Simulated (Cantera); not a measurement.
A Cantera script and what it prints.

```python
import numpy as np
import cantera as ct

gas_names = """
    C CN CO CO2 C2 CCN CNC C2N2 C2O C3 C3O2 C4 C4N2 C5 N NCO NO NO2 NO3 N2 N2O O O2 O3 Si SiC SiC2 SiN
    SiO SiO2 Si2 Si2C Si2N Si3
""".split()
cond_names = """
    C(gr) Si(cr) Si(L) SiC(b) SiO2(Lqz) SiO2(hqz) SiO2(L) Si2N2O(s) Si3N4(a)
""".split()


def load(file, names, dense=False):
    # The tables refer to 1 bar. Condensed volumes are neglected.
    table = {s.name: s for s in ct.Species.list_from_file(file)}
    out = []
    for n in names:
        d = dict(table[n].input_data)
        d["thermo"] = dict(d["thermo"], **{"reference-pressure": 1e5})
        if dense:
            d["equation-of-state"] = {"model": "constant-volume", "density": "1e6 g/cm^3"}
        out.append(ct.Species.from_dict(d))
    return out


gas = ct.Solution(thermo="ideal-gas", species=load("nasa_gas.yaml", gas_names))
cond = {s.name: ct.Solution(thermo="fixed-stoichiometry", species=[s], name=s.name)
        for s in load("nasa_condensed.yaml", cond_names, dense=True)}
atoms = {
    'SiC': {'Si': 1, 'C': 1},
    'O2': {'O': 2},
    'N2': {'N': 2},
    'CO2': {'C': 1, 'O': 2},
}
top_T = {'C(gr)': 4500, 'SiC(b)': 3050, 'Si2N2O(s)': 2100, 'Si3N4(a)': 2400}  # K; cautious upper limits of use, not melting points


def equilibrate(T, P, feed):
    n = {}
    for name, mol in feed.items():
        for a, k in atoms[name].items():
            n[a] = n.get(a, 0.0) + k * mol
    gas.TPX = T, P, n
    mass = sum(n.values()) * gas.mean_molecular_weight
    gas.equilibrate("TP")
    valid = [c for c in cond.values() if c.min_temp <= T <= top_T.get(c.name, c.max_temp)]
    mix = ct.Mixture([(gas, mass / gas.mean_molecular_weight)] + [(c, 0.0) for c in valid])
    mix.T, mix.P = T, P
    mix.equilibrate("TP", solver="vcs", rtol=1e-11, max_steps=5000)
    return mix


results = []
feed = {'SiC': 1, 'O2': 0.0017, 'N2': 1.5, 'CO2': 1.9}  # mol
P = 8.6  # Pa
for T in [950, 1050, 1150, 1250, 1350, 1450, 1550, 1650, 1750, 1850, 1950, 2050, 2150]:
    mix = equilibrate(T, P, feed)
    results.append((T, P, feed, dict(zip(mix.species_names, mix.species_moles))))

top = {s: max(r[3][s] / sum(r[3][g] for g in gas_names) for r in results) for s in gas_names}
cols = sorted((s for s in top if top[s] > 1e-06), key=lambda s: -top[s])[:8]
seen = [c for c in cond_names if any(r[3].get(c, 0) > 1e-12 for r in results)]
print("log10 of partial pressures in bar; condensed amounts in mol")
print(f"{'T/K':>10s}" + "".join(f"{s[:9]:>10s}" for s in cols + seen))
for T, P, feed, n in results:
    ng = sum(n[g] for g in gas_names)
    print(f"{T:10.4g}" + "".join(f"{np.log10(max(n[s] / ng * P / 1e5, 1e-99)):10.3f}" for s in cols)
          + "".join(f"{n.get(c, 0):10.4g}" for c in seen))
```

Output:

```
log10 of partial pressures in bar; condensed amounts in mol
       T/K        CO        N2       SiO        Si      Si2C       CO2       SiN       Si2     C(gr)    SiC(b) SiO2(hqz) Si2N2O(s)
       950    -4.328    -4.408   -15.456   -27.417   -40.103    -8.433   -27.907   -43.469     1.097         0         1         0
      1050    -4.328    -4.408   -11.854   -21.504   -30.203    -9.327   -22.410   -33.276     1.097         0         1         0
      1150    -4.209    -4.616    -9.464   -17.784   -24.813    -9.365   -19.139   -27.184         0         0    0.2689    0.3655
      1250    -4.209    -4.617    -7.623   -14.984   -21.194    -9.335   -16.628   -22.716         0         0    0.2685    0.3652
      1350    -4.215    -4.617    -6.059   -12.603   -18.125    -9.315   -14.494   -18.917         0         0    0.2551    0.3517
      1450    -4.312    -4.627    -4.867   -10.394   -14.948    -9.699   -12.503   -15.329         0         0         0   0.09661
      1550    -4.335    -4.614    -4.812    -8.462   -11.115   -10.962   -10.750   -12.190         0   0.04819         0         0
      1650    -4.335    -4.614    -4.812    -7.486    -9.841   -11.377    -9.937   -10.873         0   0.04727         0         0
      1750    -4.335    -4.615    -4.816    -6.625    -8.718   -11.744    -9.220    -9.712         0   0.04074         0         0
      1850    -4.335    -4.621    -4.839    -5.867    -7.728   -12.079    -8.593    -8.698         0  0.003622         0         0
      1950    -4.335    -4.622    -4.842    -5.816    -8.747   -11.731    -8.658    -9.046         0         0         0         0
      2050    -4.335    -4.622    -4.842    -5.814    -9.800   -11.370    -8.760    -9.449         0         0         0         0
      2150    -4.335    -4.622    -4.842    -5.813   -10.761   -11.039    -8.853    -9.817         0         0         0         0
```

Method: chemical equilibrium by Gibbs-energy minimisation in Cantera with the NASA 1993 tables (ideal gas, pure condensed phases). N2 is the only nitrogen source here; it is nearly inert below about 1500 K, so the nitride shown seldom forms there in practice. Mutual solubility and eutectic melting of coexisting phases are not modelled. The tables' values for SiN are old estimates; treat these amounts as uncertain. The tables hold silica as quartz up to 1696 K and as liquid above; real silica turns to tridymite and cristobalite and melts near 1996 K.
